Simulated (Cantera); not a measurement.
A Cantera script and what it prints.

```python
import numpy as np
import cantera as ct

gas_names = [...]  # 109 gases of nasa_gas.yaml made of C, Cl, H, Si
cond_names = """
    C(gr) C6H6(L) C7H8(L) C8H18(L),n-octa Si(cr) Si(L) SiC(b)
""".split()


# ... load() reads the species with a 1 bar reference pressure and builds the phases ...
atoms = {
    'Si(CH3)4': {'Si': 1, 'C': 4, 'H': 12},
    'HCl': {'H': 1, 'CL': 1},
    'H2': {'H': 2},
    'Cl2': {'CL': 2},
}
top_T = {'C(gr)': 4500, 'SiC(b)': 3050}  # K; cautious upper limits of use, not melting points


# ... equilibrate(T, P, feed) seeds the gas with the atoms and calls Mixture.equilibrate('TP', solver="vcs", rtol=1e-11, max_steps=5000) ...
results = []
feed = {'Si(CH3)4': 1, 'HCl': 0.072, 'H2': 3.4, 'Cl2': 0.35}  # mol
P = 1300  # Pa
for T in [1475, 1550, 1625, 1700, 1775, 1850, 1925, 2000, 2075]:
    mix = equilibrate(T, P, feed)
    results.append((T, P, feed, dict(zip(mix.species_names, mix.species_moles))))
    x = sorted(zip(gas.X, gas.species_names), reverse=True)
    print(f"T = {T:g} K  P = {P:g} Pa  gas = {mix.phase_moles(0):.4g} mol")
    print("   x: " + "  ".join(f"{s} {v:.3e}" for v, s in x if v > 1e-06))
    print("   condensed (mol): " + ("  ".join(f"{mix.phase(i).name} {mix.phase_moles(i):.4g}"
          for i in range(1, mix.n_phases) if mix.phase_moles(i) > 1e-12) or "none"))
```

Output:

```
T = 1475 K  P = 1300 Pa  gas = 9.822 mol
   x: H2 9.214e-01  HCL 7.830e-02  SiCL2 1.382e-04  H 1.092e-04  CH4 3.208e-05  CL 7.518e-06  C2H2,acetylene 6.144e-06  SiCL3 3.772e-06
   condensed (mol): C(gr) 3.001  SiC(b) 0.9986
T = 1550 K  P = 1300 Pa  gas = 9.823 mol
   x: H2 9.213e-01  HCL 7.817e-02  H 2.651e-04  SiCL2 1.946e-04  CH4 2.243e-05  CL 1.796e-05  C2H2,acetylene 1.478e-05  SiCL3 3.298e-06
   condensed (mol): C(gr) 3.001  SiC(b) 0.9981
T = 1625 K  P = 1300 Pa  gas = 9.825 mol
   x: H2 9.211e-01  HCL 7.800e-02  H 5.939e-04  SiCL2 2.646e-04  CL 3.960e-05  C2H2,acetylene 3.275e-05  CH4 1.622e-05  SiCL3 2.914e-06
   condensed (mol): C(gr) 3.002  SiC(b) 0.9974
T = 1700 K  P = 1300 Pa  gas = 9.828 mol
   x: H2 9.205e-01  HCL 7.776e-02  H 1.240e-03  SiCL2 3.491e-04  CL 8.143e-05  C2H2,acetylene 6.756e-05  CH4 1.206e-05  SiCL3 2.597e-06  SiCL 1.160e-06
   condensed (mol): C(gr) 3.002  SiC(b) 0.9965
T = 1775 K  P = 1300 Pa  gas = 9.835 mol
   x: H2 9.194e-01  HCL 7.743e-02  H 2.434e-03  SiCL2 4.481e-04  CL 1.575e-04  C2H2,acetylene 1.309e-04  CH4 9.199e-06  Si 3.621e-06  SiCL 3.355e-06  SiCL3 2.329e-06
   condensed (mol): C(gr) 3.002  SiC(b) 0.9955
T = 1850 K  P = 1300 Pa  gas = 9.846 mol
   x: H2 9.174e-01  HCL 7.698e-02  H 4.525e-03  SiCL2 5.614e-04  CL 2.886e-04  C2H2,acetylene 2.399e-04  Si 1.492e-05  SiCL 8.872e-06  CH4 7.162e-06  SiCL3 2.098e-06  SiH 1.616e-06  SiH2 1.164e-06
   condensed (mol): C(gr) 3.001  SiC(b) 0.9942
T = 1925 K  P = 1300 Pa  gas = 9.865 mol
   x: H2 9.139e-01  HCL 7.635e-02  H 8.016e-03  SiCL2 6.874e-04  CL 5.036e-04  C2H2,acetylene 4.185e-04  Si 5.501e-05  SiCL 2.167e-05  CH4 5.672e-06  SiH 4.882e-06  SiH2 2.559e-06  SiCL3 1.893e-06  SiC2 1.582e-06  Si2C 1.084e-06
   condensed (mol): C(gr) 2.999  SiC(b) 0.9923
T = 2000 K  P = 1300 Pa  gas = 9.896 mol
   x: H2 9.083e-01  HCL 7.547e-02  H 1.359e-02  CL 8.412e-04  SiCL2 8.234e-04  C2H2,acetylene 6.978e-04  Si 1.837e-04  SiCL 4.929e-05  SiH 1.354e-05  SiC2 7.603e-06  SiH2 5.288e-06  Si2C 5.034e-06  CH4 4.552e-06  SiCL3 1.708e-06  CH3 1.348e-06
   condensed (mol): C(gr) 2.997  SiC(b) 0.9892
T = 2075 K  P = 1300 Pa  gas = 9.946 mol
   x: H2 8.994e-01  HCL 7.423e-02  H 2.216e-02  CL 1.350e-03  C2H2,acetylene 1.116e-03  SiCL2 9.652e-04  Si 5.613e-04  SiCL 1.051e-04  SiH 3.475e-05  SiC2 3.252e-05  Si2C 2.086e-05  SiH2 1.032e-05  CH4 3.686e-06  CH3 1.777e-06  SiCL3 1.535e-06
   condensed (mol): C(gr) 2.994  SiC(b) 0.9826
```

Cantera equilibrium calculation (NASA polynomials, part measured and part estimated; ideal gas, pure solids and liquids). The tables' values for SiCl are old estimates; treat these amounts as uncertain. Gases not in the tables: Si2H6 and higher silanes.
